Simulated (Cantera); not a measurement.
## Premixed flame

A freely propagating, adiabatic, planar premixed flame of 22.7 % H₂, 16.2 % O₂, 61.1 % N₂, equivalence ratio 0.70, unburnt at 400 K and 7500 Torr; mixture-averaged transport, grid criteria slope 0.08 and curve 0.16, no radiation.

Detailed kinetics in Cantera: the H2/O2 subset of GRI-Mech 3.0, which has no nitrogen chemistry. The hydrogen kinetics of GRI-Mech 3.0 are dated; newer H2 mechanisms differ, most at raised pressure. Burning velocities carry a grid error of a few per cent, more on coarse grids.

| z (mm) | T (K) | u (m/s) | x H₂ | x O₂ | x OH | x H₂O | x H₂O₂ | x HO₂ |
|---|---|---|---|---|---|---|---|---|
| -0.113 | 400 | 0.776 | 0.224 | 0.163 | <1e-8 | 1.86e-5 | 4.84e-8 | 4.32e-8 |
| -0.0756 | 404 | 0.775 | 0.216 | 0.164 | <1e-8 | 0.000242 | 7.81e-7 | 6.93e-7 |
| -0.0567 | 414 | 0.783 | 0.203 | 0.167 | <1e-8 | 0.00124 | 4.73e-6 | 4.25e-6 |
| -0.0378 | 469 | 0.859 | 0.171 | 0.171 | <1e-8 | 0.00858 | 4.05e-5 | 4.15e-5 |
| -0.0189 | 771 | 1.35 | 0.109 | 0.161 | 7.47e-6 | 0.0553 | 0.000277 | 0.000576 |
| -0.00945 | 1137 | 1.96 | 0.0712 | 0.136 | 0.000310 | 0.110 | 0.000309 | 0.000939 |
| 0 | 1515 | 2.61 | 0.0372 | 0.103 | 0.00185 | 0.170 | 2.76e-5 | 0.000529 |
| 0.00945 | 1754 | 3.02 | 0.0167 | 0.0786 | 0.00443 | 0.209 | 5.04e-6 | 0.000244 |
| 0.0189 | 1878 | 3.24 | 0.00811 | 0.0675 | 0.00595 | 0.227 | 3.40e-6 | 0.000126 |
| 0.0378 | 1980 | 3.41 | 0.00304 | 0.0616 | 0.00565 | 0.238 | 2.02e-6 | 4.85e-5 |
| 0.0756 | 2032 | 3.49 | 0.000922 | 0.0602 | 0.00366 | 0.244 | 1.02e-6 | 1.49e-5 |
| 0.151 | 2049 | 3.52 | 0.000269 | 0.0602 | 0.00221 | 0.246 | 5.46e-7 | 5.52e-6 |
| 0.302 | 2052 | 3.53 | 0.000147 | 0.0603 | 0.00176 | 0.246 | 4.33e-7 | 3.96e-6 |
x: mole fraction of selected species; z is measured from the peak of heat release.

```json
{
  "laminar_burning_velocity": "77.8 cm/s",
  "thermal_thickness": "0.0378 mm",
  "peak x(OH)": "0.00616",
  "peak x(H₂O₂)": "0.000350",
  "peak x(HO₂)": "0.000959",
  "grid_points": "116"
}
```
